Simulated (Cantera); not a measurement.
Input: 1 mol SiCl4, 1.1 mol N2, 0.9 mol H2, at 1175 K and 1000 Pa.

Equilibrium computed with Cantera from the NASA thermochemical tables; the gas is ideal and each condensed phase is pure. Candidate condensed phases: NH4Cl, Si, Si3N4; 28 gas species. N2 is the only nitrogen source here; it is nearly inert below about 1500 K, so the nitride shown seldom forms there in practice. The tables' values for SiCl3 are old estimates; treat these amounts as uncertain. The numbers say what is thermodynamically allowed, not how fast it happens.

Base state: HCl 0.391, N2 0.290, SiCl4 0.219, H2 0.0935, SiCl3 0.00475, SiHCl3 0.00124, SiCl2 0.00101 (mole fractions); condensed: Si3N4(s).

Task: What changes in the equilibrium state with this change: N2 from 1.1 to 0.22 mol?

Result: 
```json
[
 {"species": "HCl", "before": "0.391", "after": "0.428"},
 {"species": "SiCl4", "before": "0.219", "after": "0.334"},
 {"species": "H2", "before": "0.0935", "after": "0.191"},
 {"species": "N2", "before": "0.290", "after": "0.0312"},
 {"species": "SiHCl3", "before": "0.00124", "after": "0.00352"},
 {"species": "SiCl2", "before": "0.00101", "after": "0.00261"},
 {"species": "SiCl3", "before": "0.00475", "after": "0.00945"},
 {"species": "Si3N4(s), mol", "before": "0.0991", "after": "0.0755"}
]
```

Task: What changes in the equilibrium state with this change: temperature from 1175 K to 2050 K?

Result: 
| species | before | after |
|---|---|---|
| HCl | 0.391 | 0.411 |
| N2 | 0.290 | 0.269 |
| SiCl2 | 0.00101 | 0.227 |
| SiCl4 | 0.219 | 0.00117 |
| H2 | 0.0935 | 0.0131 |
| Cl | 1.37e-6 | 0.0602 |
| SiCl3 | 0.00475 | 0.0157 |
| SiCl | <1e-9 | 0.000508 |
| Si | <1e-9 | 6.03e-5 |
| Si3N4(s), mol | 0.0991 | 0 |
The tables' values for SiCl3, SiCl are old estimates; treat these amounts as uncertain.
